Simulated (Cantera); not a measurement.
Source: NASA polynomial tables (part measured, part estimated), evaluated in Cantera. Values are per mole of reaction as written; species without (g) are pure solids or liquids, kept so even where they would boil at 1 bar.

Between 300 and 2723 K, where is each reaction favourable under standard conditions?
- SiH3Cl(g) → SiH3(g) + Cl(g)
- 2 SiH3Cl(g) → SiH2Cl2(g) + Si + 4 H(g)


- SiH3Cl(g) → SiH3(g) + Cl(g): ΔG° is 433 kJ at 300 K and 105 kJ at 2723 K; it stays positive (K < 1). ΔH° is 472 kJ and ΔS° 135 J/K at 2723 K.
- 2 SiH3Cl(g) → SiH2Cl2(g) + Si + 4 H(g): ΔG° is 756 kJ at 300 K and -49 kJ at 2723 K; it changes sign between 2523 and 2723 K. ΔH° is 937 kJ and ΔS° 362 J/K at 2723 K.
